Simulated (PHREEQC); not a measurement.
PHREEQC input (ion-association model, phreeqc.dat):

```
SOLUTION_SPECIES
  CO3-2 + 10 H+ + 8 e- = CH4 + 3 H2O  # shut off: no methane
    -log_k -100
    -delta_h 0
    -analytic -100
SOLUTION 1
  temp 25
  units mol/kgw
  pH 7 charge
  Cl 0.052
  Na 0.052
END
SELECTED_OUTPUT 1
  -reset false
  -pH true
  -pe true
  -ionic_strength true
  -water true
  -totals C Cl Na C(-4) C(4) Mtg Sg
  -molalities H+ Na+ Cl- CO3-2 OH- HCO3- CO2 (CO2)2 NaOH NaCO3-
    NaHCO3
  -saturation_indices Halite
USER_PUNCH 1
  -headings p_CO2(g) phi_CO2(g) p_Mtg(g) phi_Mtg(g) p_H2Sg(g) phi_H2Sg(g) p_H2O(g) phi_H2O(g) density
  10 PUNCH PR_P("CO2(g)"), PR_PHI("CO2(g)"), PR_P("Mtg(g)"), PR_PHI("Mtg(g)"), PR_P("H2Sg(g)"), PR_PHI("H2Sg(g)"), PR_P("H2O(g)"), PR_PHI("H2O(g)"), RHO
PRINT
  -reset false
USE solution 1
REACTION_TEMPERATURE 1
  40
GAS_PHASE 1
  -fixed_pressure
  -pressure 1
  -temperature 40
  -volume 20
  CO2(g) 0.12
  Mtg(g) 0.31
  H2Sg(g) 0.57
  H2O(g) 0
END
# ... the last block is repeated for the other 6 points of P (atm)
```

Selected output (columns that matter, 7 of 7 rows; P (atm) added in front):

```
P (atm)	pH	mu	C	Cl	Na	Mtg	Sg	si_Halite	p_CO2(g)	phi_CO2(g)	p_Mtg(g)	phi_Mtg(g)	p_H2Sg(g)	phi_H2Sg(g)
1	4.071	0.052155	0.00266	0.052055	0.052055	0.00036347	0.032663	-4.3288	0.11323	0.99519	0.30059	0.99888	0.51301	0.99311
2	3.9138	0.052197	0.0054853	0.052054	0.052054	0.00075424	0.067223	-4.329	0.23543	0.99043	0.62543	0.99746	1.0654	0.98632
3	3.8246	0.05223	0.0082731	0.052054	0.052054	0.0011425	0.10123	-4.3292	0.35757	0.98569	0.94988	0.99607	1.6183	0.97956
5	3.7147	0.052281	0.01374	0.052055	0.052055	0.0019115	0.1676	-4.3296	0.60162	0.97626	1.5976	0.99336	2.7255	0.9661
7.5	3.6294	0.052332	0.020377	0.052056	0.052056	0.002859	0.24754	-4.33	0.90631	0.96455	2.405	0.9901	4.112	0.94941
10	3.5703	0.052374	0.026798	0.052058	0.052058	0.003792	0.32418	-4.3304	1.2106	0.95292	3.21	0.98696	5.5013	0.93283
15	3.4897	0.052442	0.039014	0.052062	0.052062	0.0056168	0.46774	-4.3311	1.8179	0.92989	4.8132	0.98113	8.2878	0.90002
```

At this temperature some constants are extrapolated from 25 °C, and those without enthalpy data are left unchanged.
